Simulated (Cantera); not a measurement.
What does this Cantera script print?

```python
import numpy as np
import cantera as ct

gas_names = """
    AL ALH ALN ALO ALOH ALO2 ALO2H AL2 AL2O AL2O2 H HALO HNO HNO2 HNO3 HO2 H2 H2O H2O2 N NH NH2 NH3
    NH2OH NO NO2 NO3 N2 N2H2 N2H4 N2O O OH O2 O3
""".split()
cond_names = """
    AL(cr) AL(L) ALN(s) AL2O3(a) AL2O3(L) H2O(s) H2O(L)
""".split()


# ... load() reads the species with a 1 bar reference pressure and builds the phases ...
atoms = {
    'AlN': {'AL': 1, 'N': 1},
    'H2O': {'H': 2, 'O': 1},
    'N2': {'N': 2},
}
top_T = {'ALN(s)': 2750}  # K; cautious upper limits of use, not melting points


# ... equilibrate(T, P, feed) seeds the gas with the atoms and calls Mixture.equilibrate('TP', solver="vcs", rtol=1e-11, max_steps=5000) ...
results = []
feed = {'AlN': 1, 'H2O': 0.085, 'N2': 4.6}  # mol
T = 798  # K
P = 220000  # Pa
mix = equilibrate(T, P, feed)
results.append((T, P, feed, dict(zip(mix.species_names, mix.species_moles))))
x = sorted(zip(gas.X, gas.species_names), reverse=True)
print(f"T = {T:g} K  P = {P:g} Pa  gas = {mix.phase_moles(0):.4g} mol")
print("   x: " + "  ".join(f"{s} {v:.3e}" for v, s in x if v > 1e-06))
print("   condensed (mol): " + ("  ".join(f"{mix.phase(i).name} {mix.phase_moles(i):.4g}"
      for i in range(1, mix.n_phases) if mix.phase_moles(i) > 1e-12) or "none"))
```

Result:

```
T = 798 K  P = 220000 Pa  gas = 4.713 mol
   x: N2 9.820e-01  H2 1.801e-02  NH3 1.608e-05
   condensed (mol): ALN(s) 0.9433  AL2O3(a) 0.02833
```

Equilibrium computed with Cantera from the NASA thermochemical tables; the gas is ideal and each condensed phase is pure.
